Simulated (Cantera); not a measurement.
Input: 1 mol Si, a varied amount of Br2, 17 mol H2, at 975 K and 1.33 mbar.

Method: chemical equilibrium by Gibbs-energy minimisation in Cantera with the NASA 1993 tables (ideal gas, pure condensed phases). Candidate condensed phases: Br2, Si; 19 gas species. The numbers say what is thermodynamically allowed, not how fast it happens.

Question: What share of the Si ends up in condensed phases as a function of n(Br2) (mol), at 0.58, 0.7, 0.84, 1, 1.2, 1.5, 1.8, 2.1, 2.6?

Answer: 
```json
[
 {"n(Br2) (mol)": "0.58", "Si condensed (%)": "88.0", "as": "Si(s)"},
 {"n(Br2) (mol)": "0.7", "Si condensed (%)": "83.5", "as": "Si(s)"},
 {"n(Br2) (mol)": "0.84", "Si condensed (%)": "77.8", "as": "Si(s)"},
 {"n(Br2) (mol)": "1", "Si condensed (%)": "71.1", "as": "Si(s)"},
 {"n(Br2) (mol)": "1.2", "Si condensed (%)": "62.4", "as": "Si(s)"},
 {"n(Br2) (mol)": "1.5", "Si condensed (%)": "48.9", "as": "Si(s)"},
 {"n(Br2) (mol)": "1.8", "Si condensed (%)": "35.2", "as": "Si(s)"},
 {"n(Br2) (mol)": "2.1", "Si condensed (%)": "21.2", "as": "Si(s)"},
 {"n(Br2) (mol)": "2.6", "Si condensed (%)": "0.0", "as": "-"}
]
```
